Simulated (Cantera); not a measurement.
An isothermal, constant-pressure homogeneous reactor starts with H2 : O2 : N2 = 1.5 : 1 : 13 (molar parts), equivalence ratio 0.75, at 1400 K and 0.661 atm.

Model: the H2/O2 subset of GRI-Mech 3.0, which has no nitrogen chemistry, integrated in Cantera. The temperature is held fixed by assumption; the heat of reaction is taken as removed at once.

x: mole fraction; the columns are a selection and need not sum to one.

```csv
t (s),x H2,x O2,x HO2,x OH,x H2O,x H2O2,x O
8.00e-6,0.0968,0.0645,6.07e-8,1.51e-8,8.14e-8,3.84e-10,2.00e-8
4.39e-5,0.0961,0.0642,7.70e-6,4.98e-5,0.000446,7.19e-8,6.56e-5
0.000241,0.00807,0.0211,7.56e-6,0.00277,0.0846,1.16e-6,0.00392
0.00133,0.000801,0.0171,4.09e-6,0.000746,0.100,4.42e-7,0.000258
0.00728,?,0.0169,?,?,0.102,?,?
0.0400,2.36e-6,0.0169,3.56e-8,4.29e-5,0.102,5.80e-9,8.28e-7
0.220,5.23e-7,0.0169,1.32e-8,2.02e-5,0.102,1.45e-9,1.84e-7
1.21,4.34e-7,0.0169,1.25e-8,1.83e-5,0.102,1.21e-9,1.51e-7
6.63,4.34e-7,0.0169,1.25e-8,1.83e-5,0.102,1.21e-9,1.51e-7
36.4,4.34e-7,0.0169,1.25e-8,1.83e-5,0.102,1.21e-9,1.51e-7
200,4.34e-7,0.0169,1.25e-8,1.83e-5,0.102,1.21e-9,1.51e-7
```

Problem. What belongs in the gaps?

Solution. 
- 0.00728, x H2: 2.94e-5
- 0.00728, x HO2: 3.79e-7
- 0.00728, x OH: 0.000144
- 0.00728, x H2O2: 4.74e-8
- 0.00728, x O: 9.43e-6
